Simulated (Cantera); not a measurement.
An isothermal, constant-pressure homogeneous reactor starts with NO : N₂ = 1 : 1.2 (molar parts), at 1825 K and 0.987 atm. Integrator tolerance rtol = 1e-08.

Detailed kinetics in Cantera: GRI-Mech 3.0 (53 species, 325 reactions).

Task: What does this change do: temperature 1825 to 2000 K?

Result: 
| quantity | before | after |
|---|---|---|
| x(NO) at 2.00 s | 0.279 (gas-phase equilibrium 0.00464) | 0.0593 (gas-phase equilibrium 0.00783) |
| x(N₂O) at 2.00 s | 3.23e-5 (gas-phase equilibrium 2.63e-7) | 1.89e-6 (gas-phase equilibrium 4.35e-7) |
| x(O) at 2.00 s | 4.69e-5 (gas-phase equilibrium 7.33e-5) | 0.000300 (gas-phase equilibrium 0.000318) |
| x(O₂) at 2.00 s | 0.0872 (gas-phase equilibrium 0.225) | 0.197 (gas-phase equilibrium 0.223) |
| x(NO₂) at 2.00 s | 0.000433 (gas-phase equilibrium 1.14e-5) | 9.91e-5 (gas-phase equilibrium 1.39e-5) |
| x(N₂) at 2.00 s | 0.633 (gas-phase equilibrium 0.770) | 0.743 (gas-phase equilibrium 0.769) |

Task: What does this change do: N2 1.2 to 7.7 parts?

Result: 
| quantity | before | after |
|---|---|---|
| x(NO) at 2.00 s | 0.279 (gas-phase equilibrium 0.00464) | 0.0989 (gas-phase equilibrium 0.00257) |
| x(N₂O) at 2.00 s | 3.23e-5 (gas-phase equilibrium 2.63e-7) | 4.25e-6 (gas-phase equilibrium 1.61e-7) |
| x(O) at 2.00 s | 4.69e-5 (gas-phase equilibrium 7.33e-5) | 1.50e-5 (gas-phase equilibrium 3.66e-5) |
| x(O₂) at 2.00 s | 0.0872 (gas-phase equilibrium 0.225) | 0.00794 (gas-phase equilibrium 0.0562) |
| x(NO₂) at 2.00 s | 0.000433 (gas-phase equilibrium 1.14e-5) | 4.89e-5 (gas-phase equilibrium 3.15e-6) |
| x(N₂) at 2.00 s | 0.633 (gas-phase equilibrium 0.770) | 0.893 (gas-phase equilibrium 0.941) |
